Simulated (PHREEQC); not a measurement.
## Nickel, zinc or cadmium bath

Dissolve 0.16 mol/kgw CdSO4, 0.011 mol/kgw NaOH and 0.0011 mol/kgw MnSO4 at 70 °C. Closed to the air; pH follows from the charge balance.

Model: ion-association model, wateq4f.dat, run in PHREEQC.

No solid was allowed to form.

Predict the pH, ionic strength.

pH 8.29; ionic strength 0.300 mol/kgw.

In which forms is S present?

CdSO4 37 %, SO4-2 31 %, Cd(SO4)2-2 30 % of the S.

Species that the database lacks are ignored. Constants without temperature data keep their 25 °C values here.
